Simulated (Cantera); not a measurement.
Input: 1 mol Pb, 0.97 mol H2, equilibrated at 0.310 bar.

Cantera equilibrium calculation (NASA polynomials, part measured and part estimated; ideal gas, pure solids and liquids). Candidate condensed phases: Pb; 4 gas species. Kinetics and transport are ignored. All values below are at 1100 °C.

Base state: H2 0.979, Pb 0.0207 (mole fractions); condensed: Pb(l).

### Question
What changes in the equilibrium state with this change: pressure from 0.310 bar to 10.0 mbar?

### Answer
```csv
species,before,after
Pb,0.0207,0.508
H2,0.979,0.492
Pb2,3.57e-6,6.92e-5
H,5.92e-6,2.34e-5
"Pb(l), mol",0.979,0
```

### Question
What changes in the equilibrium state with this change: Pb replaced by PbO?

### Answer
```
species      before     after
-----------  ------  --------
H2O               0     0.974
Pb           0.0207    0.0207
PbO               0   0.00480
H2            0.979  0.000642
Pb(l), mol    0.979     0.949
PbO(l), mol       0    0.0259
```
Each liquid is taken as pure. Mutual solubility and eutectic melting of coexisting phases are not modelled. Gases not in the tables: (PbO)n polymers. Further candidate phases: H2O, PbO, PbO2, Pb3O4.
